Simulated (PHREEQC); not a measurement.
Brine: speciation

Make-up at 20 °C: 0.99 mol/kgw NaOH and 3.1 mol/kgw KCl. Closed to the air; pH follows from the charge balance.

Computed with PHREEQC (Pitzer model, pitzer.dat).

```json
{
 "pH": "14.17",
 "ionic_strength": "4.09 mol/kgw",
 "activity_of_water": "0.861",
 "density": "1.155 g/cm³",
 "osmotic_coefficient": "1.016",
 "total_alkalinity": "990 meq/kg"
}
```

```csv
species,molality,activity,log γ
Cl-,3.10,1.77,-0.243
K+,3.10,1.99,-0.194
OH-,0.990,0.874,-0.054
Na+,0.990,0.683,-0.161
```

No solid was allowed to form. In brines, pH and single-ion activities rest on the MacInnes convention.
